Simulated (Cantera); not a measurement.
Thermodynamics of calcination and drying, feed CaCO3 + H2 + H2O

Input: 1 mol CaCO3, 0.065 mol H2, 0.2 mol H2O, at 1000 K and 17.0 Pa.

Equilibrium computed with Cantera from the NASA thermochemical tables; the gas is ideal and each condensed phase is pure. Candidate condensed phases: C, C6H6, C7H8, C8H18, Ca, CaCO3, CaO, Ca(OH)2, H2O; 115 gas species. Kinetics and transport are ignored.

```yaml
x(CO2): 0.753
x(H2O): 0.196
x(CO): 0.0374
x(H2): 0.0140
n(CaO(s)): 1.00 mol
gas_amount: 1.265 mol
log10 activity of Ca(OH)2(s) (absent): -5.80
log10 activity of C(graphite) (absent): -6.75
log10 activity of Ca(s) (absent): -18.76
```
